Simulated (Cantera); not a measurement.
An isothermal, constant-pressure homogeneous reactor starts with NH3 : H2 = 1 : 24 (molar parts), at 1600 K and 13000 Pa. Integrator tolerance rtol = 1e-08.

Detailed kinetics in Cantera: the gas-phase N/H chemistry of the illustrative SiF4/NH3 mechanism in the Surface Chemkin manual (1991). Walls and surfaces, which speed up NH3 decomposition in real reactors, are not modelled.

### Question
What does this change do: H2 24 to 67 parts?

### Answer
```
quantity                                            before                                     after
----------------  ----------------------------------------  ----------------------------------------
x(NH3) at 100 s     0.0228 (gas-phase equilibrium 8.07e-7)    0.0109 (gas-phase equilibrium 5.05e-7)
x(H2) at 100 s         0.969 (gas-phase equilibrium 0.981)       0.987 (gas-phase equilibrium 0.993)
x(N) at 100 s       4.58e-9 (gas-phase equilibrium <1e-12)    2.73e-9 (gas-phase equilibrium <1e-12)
x(NH) at 100 s    6.99e-8 (gas-phase equilibrium 3.36e-12)  3.87e-8 (gas-phase equilibrium 2.07e-12)
x(NH2) at 100 s   7.14e-6 (gas-phase equilibrium 2.94e-10)  3.67e-6 (gas-phase equilibrium 1.83e-10)
x(N2H4) at 100 s   1.84e-10 (gas-phase equilibrium <1e-12)   4.86e-11 (gas-phase equilibrium <1e-12)
x(N2) at 100 s      0.00829 (gas-phase equilibrium 0.0192)   0.00188 (gas-phase equilibrium 0.00725)
```

### Question
What does this change do: temperature 1600 to 2300 K?

### Answer
```
quantity                                            before                                    after
----------------  ----------------------------------------  ---------------------------------------
x(NH3) at 100 s     0.0228 (gas-phase equilibrium 8.07e-7)  2.18e-7 (gas-phase equilibrium 2.18e-7)
x(H2) at 100 s         0.969 (gas-phase equilibrium 0.981)      0.955 (gas-phase equilibrium 0.955)
x(N) at 100 s       4.58e-9 (gas-phase equilibrium <1e-12)  1.49e-8 (gas-phase equilibrium 1.49e-8)
x(NH) at 100 s    6.99e-8 (gas-phase equilibrium 3.36e-12)  1.16e-8 (gas-phase equilibrium 1.16e-8)
x(NH2) at 100 s   7.14e-6 (gas-phase equilibrium 2.94e-10)  1.91e-8 (gas-phase equilibrium 1.91e-8)
x(N2H4) at 100 s   1.84e-10 (gas-phase equilibrium <1e-12)    <1e-12 (gas-phase equilibrium <1e-12)
x(N2) at 100 s      0.00829 (gas-phase equilibrium 0.0192)    0.0190 (gas-phase equilibrium 0.0190)
```
